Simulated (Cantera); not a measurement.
An isothermal, constant-pressure homogeneous reactor starts with NO : N2 = 1 : 1.6 (molar parts), at 1600 K and 49.5 Torr. Integrator tolerance rtol = 1e-08.

Computed with Cantera and GRI-Mech 3.0 (53 species, 325 reactions).

Problem. What does this change do: NO 1 to 1.4 parts?

Solution. 
```csv
quantity,before,after
x(NO) at 100 s,0.329 (gas-phase equilibrium 0.00188),0.387 (gas-phase equilibrium 0.00202)
x(N2O) at 100 s,3.60e-5 (gas-phase equilibrium 2.91e-8),4.94e-5 (gas-phase equilibrium 3.05e-8)
x(N2) at 100 s,0.643 (gas-phase equilibrium 0.807),0.573 (gas-phase equilibrium 0.766)
x(O) at 100 s,1.03e-5 (gas-phase equilibrium 2.48e-5),1.22e-5 (gas-phase equilibrium 2.74e-5)
x(O2) at 100 s,0.0278 (gas-phase equilibrium 0.191),0.0396 (gas-phase equilibrium 0.232)
x(NO2) at 100 s,0.000123 (gas-phase equilibrium 1.85e-6),0.000172 (gas-phase equilibrium 2.19e-6)
```

Problem. What does this change do: temperature 1600 to 1650 K?

Solution. 
```tsv
quantity	before	after
x(NO) at 100 s	0.329 (gas-phase equilibrium 0.00188)	0.292 (gas-phase equilibrium 0.00231)
x(N2O) at 100 s	3.60e-5 (gas-phase equilibrium 2.91e-8)	2.87e-5 (gas-phase equilibrium 3.55e-8)
x(N2) at 100 s	0.643 (gas-phase equilibrium 0.807)	0.662 (gas-phase equilibrium 0.807)
x(O) at 100 s	1.03e-5 (gas-phase equilibrium 2.48e-5)	2.30e-5 (gas-phase equilibrium 4.43e-5)
x(O2) at 100 s	0.0278 (gas-phase equilibrium 0.191)	0.0462 (gas-phase equilibrium 0.191)
x(NO2) at 100 s	0.000123 (gas-phase equilibrium 1.85e-6)	0.000123 (gas-phase equilibrium 2.00e-6)
```
